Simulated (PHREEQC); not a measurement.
Consider water at 90 °C with 0.0067 mol CuSO4, 0.0026 mol HNO3 and 0.0038 mol H3BO3 per kg of water. Closed to the air; pH follows from the charge balance.

All values are PHREEQC results (ion-association model, phreeqc.dat), not measurements.

Problem. The ionic strength comes out as 0.0201 mol/kgw. What activity coefficients do SO4-2, NO3-, H+, Cu+2, HSO4- get?

Solution. SO4-2 0.54, NO3- 0.85, H+ 0.87, Cu+2 0.55, HSO4- 0.85.

No solid was allowed to form. Species that the database lacks are ignored. Away from 25 °C the constants follow the database's enthalpies or fits; those with neither stay at their 25 °C values.
